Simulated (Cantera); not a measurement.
## Thermodynamics of silicon epitaxy and polysilicon growth, feed SiCl₄ + Cl₂ + H₂

Input: 1 mol SiCl₄, 0.018 mol Cl₂, 8 mol H₂, at 1425 K and 750 Torr.

Method: chemical equilibrium by Gibbs-energy minimisation in Cantera with the NASA 1993 tables (ideal gas, pure condensed phases). Candidate condensed phases: Si; 19 gas species. The tables' values for SiCl₃ are old estimates; treat these amounts as uncertain. Equilibrium is a limit: real reactors are often held back by kinetics, nucleation or transport.

```json
{
  "x(H₂)": "0.784",
  "x(HCl)": "0.110",
  "x(SiCl₄)": "0.0348",
  "x(SiCl₂)": "0.0332",
  "x(SiHCl₃)": "0.0194",
  "x(SiCl₃)": "0.0172",
  "x(SiH₂Cl₂)": "0.00164",
  "x(SiH₃Cl)": "4.04e-5",
  "x(H)": "6.04e-6",
  "gas_amount": "9.412 mol",
  "log10 activity of Si(s) (absent)": "-0.15"
}
```
